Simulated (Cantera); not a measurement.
## Moist CO burnout

An isothermal, constant-pressure homogeneous reactor starts with 0.806 % CO, 1.73 % O2, 1.53 % H2O, 95.9 % N2, equivalence ratio 0.23, at 1225 K and 5.00 bar.

Cantera simulation using GRI-Mech 3.0 (53 species, 325 reactions); the numbers are that mechanism's predictions, not measurements.

```json
[
 {"t (s)": "0.000200", "x CO": "0.00806", "x O2": "0.0173", "x H2O": "0.0153", "x H2": "3.05e-9", "x NO": "<1e-12", "x HO2": "2.86e-8", "x CO2": "8.97e-8"},
 {"t (s)": "0.000492", "x CO": "0.00806", "x O2": "0.0173", "x H2O": "0.0153", "x H2": "1.24e-7", "x NO": "<1e-12", "x HO2": "9.50e-7", "x CO2": "3.18e-6"},
 {"t (s)": "0.00121", "x CO": "0.00750", "x O2": "0.0170", "x H2O": "0.0153", "x H2": "3.05e-5", "x NO": "5.95e-10", "x HO2": "1.23e-5", "x CO2": "0.000557"},
 {"t (s)": "0.00298", "x CO": "0.00520", "x O2": "0.0159", "x H2O": "0.0153", "x H2": "5.02e-5", "x NO": "5.55e-9", "x HO2": "1.08e-5", "x CO2": "0.00287"},
 {"t (s)": "0.00733", "x CO": "0.00253", "x O2": "0.0145", "x H2O": "0.0154", "x H2": "2.61e-5", "x NO": "1.36e-8", "x HO2": "7.24e-6", "x CO2": "0.00555"},
 {"t (s)": "0.0180", "x CO": "0.000806", "x O2": "0.0137", "x H2O": "0.0154", "x H2": "8.05e-6", "x NO": "2.02e-8", "x HO2": "3.39e-6", "x CO2": "0.00728"},
 {"t (s)": "0.0444", "x CO": "0.000162", "x O2": "0.0134", "x H2O": "0.0154", "x H2": "1.53e-6", "x NO": "2.27e-8", "x HO2": "9.16e-7", "x CO2": "0.00793"},
 {"t (s)": "0.109", "x CO": "1.66e-5", "x O2": "0.0133", "x H2O": "0.0154", "x H2": "1.63e-7", "x NO": "2.75e-8", "x HO2": "1.08e-7", "x CO2": "0.00807"},
 {"t (s)": "0.269", "x CO": "6.94e-7", "x O2": "0.0133", "x H2O": "0.0154", "x H2": "9.84e-9", "x NO": "3.20e-8", "x HO2": "6.42e-9", "x CO2": "0.00809"},
 {"t (s)": "0.661", "x CO": "8.25e-9", "x O2": "0.0133", "x H2O": "0.0154", "x H2": "1.74e-9", "x NO": "3.28e-8", "x HO2": "1.58e-9", "x CO2": "0.00809"},
 {"t (s)": "1.63", "x CO": "1.04e-9", "x O2": "0.0133", "x H2O": "0.0154", "x H2": "1.33e-9", "x NO": "3.29e-8", "x HO2": "1.34e-9", "x CO2": "0.00809"},
 {"t (s)": "4.00", "x CO": "9.81e-10", "x O2": "0.0133", "x H2O": "0.0154", "x H2": "1.27e-9", "x NO": "3.30e-8", "x HO2": "1.30e-9", "x CO2": "0.00809"}
]
```
x: mole fraction; the columns are a selection and need not sum to one.

Equilibrium at this temperature and pressure: CO 9.82e-10, O2 0.0133, H2O 0.0154, H2 1.27e-9, NO 6.59e-5, HO2 1.30e-9, CO2 0.00809 (gas phase only).
